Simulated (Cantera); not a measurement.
Cantera run:

```python
import numpy as np
import cantera as ct

gas_names = """
    CL CL2 H HCL H2 Si SiCL SiCL2 SiCL3 SiCL4 SiH SiHCL3 SiH2 SiH2CL2 SiH3 SiH3CL SiH4 Si2 Si3
""".split()
cond_names = """
    Si(cr) Si(L)
""".split()


# ... load() reads the species with a 1 bar reference pressure and builds the phases ...
atoms = {
    'SiH2Cl2': {'Si': 1, 'H': 2, 'CL': 2},
    'H2': {'H': 2},
}
top_T = {}  # K; cautious upper limits of use, not melting points


# ... equilibrate(T, P, feed) seeds the gas with the atoms and calls Mixture.equilibrate('TP', solver="vcs", rtol=1e-11, max_steps=5000) ...
results = []
feed = {'SiH2Cl2': 1, 'H2': 790}  # mol
T = 1448.15  # K
P = 300  # Pa
mix = equilibrate(T, P, feed)
results.append((T, P, feed, dict(zip(mix.species_names, mix.species_moles))))
x = sorted(zip(gas.X, gas.species_names), reverse=True)
print(f"T = {T:g} K  P = {P:g} Pa  gas = {mix.phase_moles(0):.4g} mol")
print("   x: " + "  ".join(f"{s} {v:.3e}" for v, s in x if v > 0.001))
print("   condensed (mol): " + ("  ".join(f"{mix.phase(i).name} {mix.phase_moles(i):.4g}"
      for i in range(1, mix.n_phases) if mix.phase_moles(i) > 1e-12) or "none"))
```

It prints:

```
T = 1448.15 K  P = 300 Pa  gas = 792.1 mol
   x: H2 9.973e-01  HCL 2.486e-03
   condensed (mol): Si(cr) 0.9832
```

Cantera equilibrium calculation (NASA polynomials, part measured and part estimated; ideal gas, pure solids and liquids).
